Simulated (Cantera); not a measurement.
Feed: 1 mol n-butane, 0.07 mol CO₂, 0.8 mol H₂, equilibrated at 73.5 Torr.

Cantera equilibrium calculation (NASA polynomials, part measured and part estimated; ideal gas, pure solids and liquids). Candidate condensed phases: C, C₆H₆, C₇H₈, C₈H₁₈, H₂O; 110 gas species. Kinetics and transport are ignored.

log p: log10 of the partial pressure in bar; n: condensed amount in mol.

| T (K) | log p H₂ | log p CO | log p CH₄ | log p H₂O | log p H | n C(graphite) |
|---|---|---|---|---|---|---|
| 925 | -1.03 | -2.69 | -2.70 | -3.54 | ? | 3.83 |
| 1075 | -1.02 | -2.64 | -3.39 | -4.56 | ? | 3.91 |
| 1225 | -1.02 | -2.64 | -3.92 | -5.36 | ? | 3.92 |
| 1375 | -1.02 | -2.64 | -4.34 | -5.99 | ? | 3.93 |
| 1525 | -1.02 | -2.64 | -4.68 | -6.50 | ? | 3.93 |
| 1675 | -1.02 | -2.64 | -4.96 | -6.91 | ? | 3.93 |
| 1825 | -1.02 | -2.64 | -5.19 | -7.25 | ? | 3.93 |

Q: Fill in the missing entries.

A: 
- 925, log p H: -10.10
- 1075, log p H: -8.34
- 1225, log p H: -7.02
- 1375, log p H: -5.97
- 1525, log p H: -5.14
- 1675, log p H: -4.44
- 1825, log p H: -3.87
